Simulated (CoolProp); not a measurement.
Nitrogen at 298.15 K and 7.18 MPa flows at 0.065 m/s in a round tube of 20 mm bore and 0.25 µm roughness, fully developed (64/Re and Nu = 3.66 if laminar; Colebrook and Gnielinski if turbulent). Each further row changes one setting.

Computed with CoolProp (reference Helmholtz-energy equation of state, Span 2000).

```json
[
 {"case": "as stated", "Reynolds number": "5520", "Darcy friction factor": "(withheld)", "pressure drop (Pa/m)": "0.312", "heat-transfer coefficient (W/(m² K))": "26.7", "mass flow (kg/h)": "5.98"},
 {"case": "velocity 0.13 m/s", "Reynolds number": "11000", "Darcy friction factor": "0.0301", "pressure drop (Pa/m)": "1.03", "heat-transfer coefficient (W/(m² K))": "(withheld)", "mass flow (kg/h)": "12.0"},
 {"case": "diameter 40 mm", "Reynolds number": "11000", "Darcy friction factor": "0.0301", "pressure drop (Pa/m)": "0.129", "heat-transfer coefficient (W/(m² K))": "(withheld)", "mass flow (kg/h)": "(withheld)"}
]
```

Problem. Complete the blanks.

Solution. 
- as stated, Darcy friction factor: 0.0364
- velocity 0.13 m/s, heat-transfer coefficient (W/(m² K)): 48.3
- diameter 40 mm, heat-transfer coefficient (W/(m² K)): 24.1
- diameter 40 mm, mass flow (kg/h): 23.9

Viscosity comes from a separate model (Lemmon 2004). Thermal conductivity comes from a separate model (Lemmon 2004).
